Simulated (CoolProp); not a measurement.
Fluorine along the isotherm -53.65 °C: Z from the reference equation and from simpler models built on Tc = -128.7 °C, pc = 5.240 MPa, ω = 0.045; each cubic takes its own stable root.

Model: reference Helmholtz-energy equation of state, de Reuck 1990, in CoolProp.

```csv
p (MPa),phase,reference,van der Waals,Redlich-Kwong,Soave-Redlich-Kwong,Peng-Robinson
2.22,gas,0.9643,0.9569,0.9612,0.9654,0.9557
4.44,gas,0.9295,0.9132,0.9244,0.9331,0.9148
6.67,supercritical,0.8981,[?],0.8903,0.9039,0.8783
8.89,supercritical,0.8706,0.8286,0.8606,0.8790,0.8474
11.1,supercritical,0.8470,0.7938,0.8366,0.8595,0.8230
13.3,supercritical,0.8281,[?],0.8193,0.8459,[?]
15.6,supercritical,0.8153,0.7599,0.8089,0.8384,0.7945
17.8,supercritical,[?],0.7644,0.8062,0.8374,0.7905
20,supercritical,0.8131,0.7799,0.8098,0.8418,[?]
```

Q: What belongs in the gaps?

A: 
- 6.67, van der Waals: 0.8695
- 13.3, van der Waals: 0.7699
- 13.3, Peng-Robinson: 0.8055
- 17.8, reference: 0.8107
- 20, Peng-Robinson: 0.7920
